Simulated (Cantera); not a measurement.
Input (Python, Cantera):

```python
import numpy as np
import cantera as ct

gas = ct.Solution("gri30.yaml")
gas.TPX = 1573, 9600, {'C2H6': 0.14, 'N2': 24}
reactor = ct.IdealGasConstPressureReactor(gas, energy="off", clone=False)
net = ct.ReactorNet([reactor])
net.rtol, net.atol = 1e-08, 1e-18
show = ['C2H6', 'C2H2', 'H', 'HCN', 'C2H', 'C2H4']
times = np.geomspace(0.0002, 3, 12)

steps = ct.SolutionArray(gas, extra=["t"])
rows = []
print(f"{'t/s':>10s}{'T/K':>9s}{'P/Pa':>11s}" + "".join(f"{s:>11s}" for s in show))
for t in times:
    while net.time < t:
        t_next = net.step()
        steps.append(gas.state, t=t_next)
    rows.append([np.interp(t, steps.t, y) for y in (steps.T, steps.P, *steps(*show).X.T)])
    print(f"{t:10.3e}{rows[-1][0]:9.1f}{rows[-1][1]:11.4g}" + "".join(f"{x:11.3e}" for x in rows[-1][2:]))
rate = np.gradient(steps.T, steps.t)
print("integrator steps:", len(steps.t))
if steps.T.max() > steps.T[0] + 200:
    print(f"time of steepest temperature rise: {steps.t[rate.argmax()]:.4e} s")
gas.TPX = 1573, 9600, {'C2H6': 0.14, 'N2': 24}
gas.equilibrate("TP")
print(f"equilibrium (TP): T = {gas.T:.1f} K  " + "  ".join(f"{s} {gas[s].X[0]:.3e}" for s in show))
```

Output:

```
       t/s      T/K       P/Pa       C2H6       C2H2          H        HCN        C2H       C2H4
 2.000e-04   1573.0       9600  5.070e-03  8.659e-07  4.733e-05  2.831e-08  6.551e-11  1.757e-04
 4.794e-04   1573.0       9600  3.480e-03  6.337e-05  1.381e-04  9.270e-07  1.668e-08  1.279e-03
 1.149e-03   1573.0       9600  1.003e-03  8.344e-04  2.059e-04  4.110e-06  1.171e-07  2.944e-03
 2.754e-03   1573.0       9600  6.774e-05  2.898e-03  1.646e-04  8.011e-06  1.879e-07  2.097e-03
 6.601e-03   1573.0       9600  7.317e-06  4.356e-03  8.145e-05  9.563e-06  1.132e-07  8.447e-04
 1.582e-02   1573.0       9600  2.130e-06  5.005e-03  4.396e-05  1.003e-05  6.477e-08  2.598e-04
 3.792e-02   1573.0       9600  7.492e-07  5.244e-03  2.540e-05  1.022e-05  3.804e-08  5.570e-05
 9.090e-02   1573.0       9600  2.970e-07  5.313e-03  1.586e-05  1.031e-05  2.379e-08  1.084e-05
 2.179e-01   1573.0       9600  1.633e-07  5.342e-03  1.217e-05  1.037e-05  1.823e-08  4.759e-06
 5.222e-01   1573.0       9600  1.243e-07  5.379e-03  1.177e-05  1.046e-05  1.757e-08  3.706e-06
 1.252e+00   1573.0       9600  8.494e-08  5.443e-03  1.213e-05  1.065e-05  1.799e-08  2.766e-06
 3.000e+00   1573.0       9600  4.156e-08  5.532e-03  1.269e-05  1.100e-05  1.866e-08  1.764e-06
integrator steps: 1032
equilibrium (TP): T = 1573.0 K  C2H6 3.612e-13  C2H2 4.182e-04  H 1.414e-05  HCN 1.063e-02  C2H 1.494e-09  C2H4 6.465e-08
```

Detailed kinetics in Cantera: GRI-Mech 3.0 (53 species, 325 reactions). GRI-Mech 3.0 stops at C3 and has no aromatics, soot or wall deposition, so with more carbon than oxygen in the feed, carbon stays in small species such as C2H2 where larger ones or solid carbon would form.
